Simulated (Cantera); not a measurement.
Input (Python, Cantera):

```python
import numpy as np
import cantera as ct

gas = ct.Solution("SiF4_NH3_mec.yaml", "gas")
gas.TPX = 1750, 100000, {'NH3': 1, 'H2': 3.7}
reactor = ct.IdealGasConstPressureReactor(gas, energy="off", clone=False)
net = ct.ReactorNet([reactor])
net.rtol, net.atol = 1e-08, 1e-18
show = ['NH3', 'H2', 'H', 'N2', 'NH2', 'N2H4', 'N']
times = np.geomspace(5e-05, 8, 13)

steps = ct.SolutionArray(gas, extra=["t"])
rows = []
print(f"{'t/s':>10s}{'T/K':>9s}{'P/Pa':>11s}" + "".join(f"{s:>11s}" for s in show))
for t in times:
    while net.time < t:
        t_next = net.step()
        steps.append(gas.state, t=t_next)
    rows.append([np.interp(t, steps.t, y) for y in (steps.T, steps.P, *steps(*show).X.T)])
    print(f"{t:10.3e}{rows[-1][0]:9.1f}{rows[-1][1]:11.4g}" + "".join(f"{x:11.3e}" for x in rows[-1][2:]))
rate = np.gradient(steps.T, steps.t)
print("integrator steps:", len(steps.t))
if steps.T.max() > steps.T[0] + 200:
    print(f"time of steepest temperature rise: {steps.t[rate.argmax()]:.4e} s")
gas.TPX = 1750, 100000, {'NH3': 1, 'H2': 3.7}
gas.equilibrate("TP")
print(f"equilibrium (TP): T = {gas.T:.1f} K  " + "  ".join(f"{s} {gas[s].X[0]:.3e}" for s in show))
```

Output:

```
       t/s      T/K       P/Pa        NH3         H2          H         N2        NH2       N2H4          N
 5.000e-05   1750.0      1e+05  2.128e-01  7.872e-01  5.929e-06  1.376e-10  4.181e-06  8.187e-11  3.070e-12
 1.357e-04   1750.0      1e+05  2.128e-01  7.872e-01  1.605e-05  9.632e-09  1.131e-05  6.080e-10  6.243e-11
 3.684e-04   1750.0      1e+05  2.127e-01  7.872e-01  4.259e-05  4.060e-07  3.001e-05  4.299e-09  1.170e-09
 1.000e-03   1750.0      1e+05  2.127e-01  7.872e-01  9.744e-05  9.681e-06  6.862e-05  2.249e-08  1.386e-08
 2.714e-03   1750.0      1e+05  2.124e-01  7.873e-01  1.318e-04  9.398e-05  9.272e-05  4.105e-08  3.402e-08
 7.368e-03   1750.0      1e+05  2.117e-01  7.877e-01  1.332e-04  3.711e-04  9.333e-05  4.159e-08  3.490e-08
 2.000e-02   1750.0      1e+05  2.099e-01  7.887e-01  1.336e-04  1.118e-03  9.271e-05  4.104e-08  3.481e-08
 5.429e-02   1750.0      1e+05  2.051e-01  7.915e-01  1.348e-04  3.095e-03  9.107e-05  3.960e-08  3.458e-08
 1.474e-01   1750.0      1e+05  1.930e-01  7.987e-01  1.379e-04  8.110e-03  8.685e-05  3.601e-08  3.395e-08
 4.000e-01   1750.0      1e+05  1.652e-01  8.150e-01  1.455e-04  1.956e-02  7.687e-05  2.821e-08  3.225e-08
 1.086e+00   1750.0      1e+05  1.154e-01  8.443e-01  1.615e-04  4.011e-02  5.755e-05  1.581e-08  2.795e-08
 2.947e+00   1750.0      1e+05  5.816e-02  8.779e-01  1.862e-04  6.372e-02  3.217e-05  4.937e-09  1.940e-08
 8.000e+00   1750.0      1e+05  2.179e-02  8.993e-01  2.085e-04  7.872e-02  1.318e-05  8.281e-10  9.558e-09
integrator steps: 774
equilibrium (TP): T = 1750.0 K  NH3 8.305e-06  H2 9.121e-01  H 2.236e-04  N2 8.771e-02  NH2 5.308e-09  N2H4 1.351e-16  N 4.321e-12
```

Model: the gas-phase N/H chemistry of the illustrative SiF4/NH3 mechanism in the Surface Chemkin manual (1991), integrated in Cantera. Walls and surfaces, which speed up NH3 decomposition in real reactors, are not modelled.
